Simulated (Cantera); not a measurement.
A closed system holds: 1 mol MgO, 0.77 mol O₂, 9.5 mol N₂, held at 802 °C and 18000 Pa.

Cantera equilibrium calculation (NASA polynomials, part measured and part estimated; ideal gas, pure solids and liquids). Candidate condensed phases: Mg, MgO; 13 gas species. The numbers say what is thermodynamically allowed, not how fast it happens.

Base state: N₂ 0.925, O₂ 0.0750, NO 4.36e-5 (mole fractions); condensed: MgO(s).

Q: What changes in the equilibrium state with this change: temperature from 802 °C to 1550 °C?

A: 
```csv
species,before,after
N₂,0.925,0.924
O₂,0.0750,0.0735
NO,4.36e-5,0.00288
O,<1e-9,9.64e-5
"MgO(s), mol",1.00,1.00
```

Q: What changes in the equilibrium state with this change: MgO replaced by CaO?

A: 
| species | before | after |
|---|---|---|
| N₂ | 0.925 | 0.925 |
| O₂ | 0.0750 | 0.0750 |
| NO | 4.36e-5 | 4.36e-5 |
| MgO(s), mol | 1.00 | 0 |
| CaO(s), mol | 0 | 1.00 |
Further candidate phases: Ca, CaO.
